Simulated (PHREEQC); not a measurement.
3.4 g of hydrous ferric oxide (600 m²/g; 0.2 weak and 0.005 strong sites per Fe, Dzombak-Morel constants, diffuse double layer) in 1 kg of water with 0.001 mol/kgw of an inert sodium salt and 0.0001 mol Ag2SO4, 0.00081 mol MgCl2 and 0.0004 mol CuCl2, at 25 °C; the pH is set by adding NaOH or the inert anion's acid. Oxygen alone is held at its pressure in air (log pO2 = -0.68). CO2 from the air is kept out. No solid was allowed to form.

The numbers come from PHREEQC with the ion-association model, wateq4f.dat.

```tsv
pH	S sorbed (%)	Ag sorbed (%)	Mg sorbed (%)	Cu sorbed (%)	surface charge σ (C/m²)
3	100.0	0.0	0.0	0.5	0.310
3.5	100.0	0.1	0.0	4.1	0.254
4	100.0	0.2	0.0	20.5	0.190
4.5	100.0	0.4	0.0	52.9	0.133
5	100.0	0.8	0.0	85.0	0.088
5.5	99.9	2.1	0.0	97.5	0.057
6	99.6	6.0	0.1	99.7	0.035
6.5	97.0	15.1	0.9	99.9	0.021
7	81.5	30.5	7.5	100.0	0.012
7.5	42.0	49.6	37.2	100.0	0.007
8	11.5	68.0	79.8	100.0	0.003
8.5	1.7	83.5	97.0	100.0	0.000
9	0.2	93.2	99.7	100.0	-0.005
```

Along this series the solution becomes supersaturated in solids that the run did not let form, among them Cerargyrite. The database's constant for dissolved Cu(OH)2 is higher than later reviews accept. The oxide is taken as insoluble; below pH 4 it would dissolve.
